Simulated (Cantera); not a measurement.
# Equilibrium for fluorocarbon and chlorocarbon gases: CF₄ + F₂ + H₂

Feed: 1 mol CF₄, 0.023 mol F₂, 5.4 mol H₂, equilibrated at 0.100 bar.

Method: chemical equilibrium by Gibbs-energy minimisation in Cantera with the NASA 1993 tables (ideal gas, pure condensed phases). Candidate condensed phases: C, C₆H₆, C₇H₈, C₈H₁₈; 110 gas species. Ions and electrons are included (thermal ionisation). Kinetics and transport are ignored.

At 3000 K the condensed part is C(graphite). From 3500 K to 5000 K nothing is condensed. The main C-bearing gas is C₂H₂ (acetylene) at 3000 K and C at 5000 K.

```json
[
 {"T (K)": "3000", "x H": "0.251", "x HF": "0.470", "x H₂": "0.253", "x F": "0.00288", "x C": "0.000507", "x C₃": "0.00312", "x C₂H₂ (acetylene)": "0.0157", "x CF": "0.000334", "n C(graphite)": "0.573"},
 {"T (K)": "3500", "x H": "0.507", "x HF": "0.342", "x H₂": "0.0738", "x F": "0.0317", "x C": "0.0116", "x C₃": "0.0172", "x C₂H₂ (acetylene)": "0.00239", "x CF": "0.00343", "n C(graphite)": "0"},
 {"T (K)": "4000", "x H": "0.626", "x HF": "0.150", "x H₂": "0.0154", "x F": "0.147", "x C": "0.0457", "x C₃": "0.00334", "x C₂H₂ (acetylene)": "4.48e-5", "x CF": "0.00569", "n C(graphite)": "0"},
 {"T (K)": "4500", "x H": "0.668", "x HF": "0.0336", "x H₂": "0.00373", "x F": "0.230", "x C": "0.0608", "x C₃": "8.85e-5", "x C₂H₂ (acetylene)": "3.49e-7", "x CF": "0.00181", "n C(graphite)": "0"},
 {"T (K)": "5000", "x H": "0.678", "x HF": "0.00738", "x H₂": "0.00111", "x F": "0.250", "x C": "0.0626", "x C₃": "2.66e-6", "x C₂H₂ (acetylene)": "4.49e-9", "x CF": "0.000448", "n C(graphite)": "0"}
]
```
x: gas mole fraction; n: condensed amount in mol.
